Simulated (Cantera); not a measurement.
A perfectly stirred reactor is fed with 1.67 % CH₄, 98.3 % H₂, 0.0629 % N₂, at 10.00 Torr; it is held at 2123 K, and followed from long to short residence time.

Computed with Cantera and GRI-Mech 3.0 (53 species, 325 reactions). GRI-Mech 3.0 stops at C3 and has no aromatics, soot or wall deposition, so with more carbon than oxygen in the feed, carbon stays in small species such as C2H2 where larger ones or solid carbon would form. Radical loss at walls, strong at low pressure, is not modelled.

Question: Predict: x(CH₄) at τ = 24.0 s; x(H₂) at τ = 24.0 s; x(CH₃) at τ = 24.0 s; x(HCN) at τ = 24.0 s; x(C₂H) at τ = 24.0 s; x(CH₄) at τ = 0.210 s; x(H₂) at τ = 0.210 s; x(CH₃) at τ = 0.210 s; x(HCN) at τ = 0.210 s; x(C₂H) at τ = 0.210 s.

Answer: 
| Quantity | Value |
|---|---|
| x(CH₄) at τ = 24.0 s | 6.42e-5 |
| x(H₂) at τ = 24.0 s | 0.962 |
| x(CH₃) at τ = 24.0 s | 3.77e-5 |
| x(HCN) at τ = 24.0 s | 8.70e-6 |
| x(C₂H) at τ = 24.0 s | 6.75e-6 |
| x(CH₄) at τ = 0.210 s | 0.00195 |
| x(H₂) at τ = 0.210 s | 0.976 |
| x(CH₃) at τ = 0.210 s | 0.000553 |
| x(HCN) at τ = 0.210 s | 2.23e-7 |
| x(C₂H) at τ = 0.210 s | 2.80e-6 |
